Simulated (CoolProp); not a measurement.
A simple Rankine cycle with n-perfluorobutane: condensing at 289.15 K, boiler at 0.777 MPa, turbine inlet 341.2 K, turbine efficiency 0.9, pump efficiency 0.7, no recuperator. Each further row changes one setting.

Values from CoolProp's reference Helmholtz-energy equation of state, Gao 2022.

```
case                             thermal efficiency (%)  net work (kJ/kg)  heat in (kJ/kg)  turbine exit temperature (K)  volume ratio over the turbine
-------------------------------  ----------------------  ----------------  ---------------  ----------------------------  -----------------------------
as stated                                           9.2                 …              131                             …                           4.37
turbine inlet 361.2 K                               8.7              13.1                …                         340.6                           4.20
condensing temperature 281.15 K                    10.5                 …              140                         316.6                           5.82
boiler pressure 0.544 MPa                           7.0                 …              134                         326.7                              …
turbine efficiency 0.8                              8.1                 …              131                         321.8                              …
```

Task: Complete the blanks.

Result: 
- as stated, net work (kJ/kg): 12.0
- as stated, turbine exit temperature (K): 320.2
- turbine inlet 361.2 K, heat in (kJ/kg): 151
- condensing temperature 281.15 K, net work (kJ/kg): 14.7
- boiler pressure 0.544 MPa, net work (kJ/kg): 9.35
- boiler pressure 0.544 MPa, volume ratio over the turbine: 2.87
- turbine efficiency 0.8, net work (kJ/kg): 10.6
- turbine efficiency 0.8, volume ratio over the turbine: 4.39
